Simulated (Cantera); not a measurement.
An adiabatic, constant-volume homogeneous reactor starts with CO : H2 : CH4 : O2 : N2 = 1 : 1.3 : 0.11 : 0.806 : 5.88 (molar parts), at 1475 K and 28.6 atm. Integrator tolerance rtol = 1e-08.

Computed with Cantera and GRI-Mech 3.0 (53 species, 325 reactions). The pressure lies above the range GRI-Mech 3.0 was tuned for (to about 10 atm).

### Question
How do the results move with these cheaper or finer settings: rtol 1e-08 to 0.01?

### Answer
| setting | time of steepest temperature rise | temperature at 2.00 s | equilibrium temperature | x(CO) at 2.00 s | integrator steps |
|---|---|---|---|---|---|
| as above | 2.53 µs | 2863 K | 2863 K | 0.0905 | 1568 |
| rtol 1e-08 to 0.01 | 2.81 µs | 2863 K | 2863 K | 0.0905 | 374 |
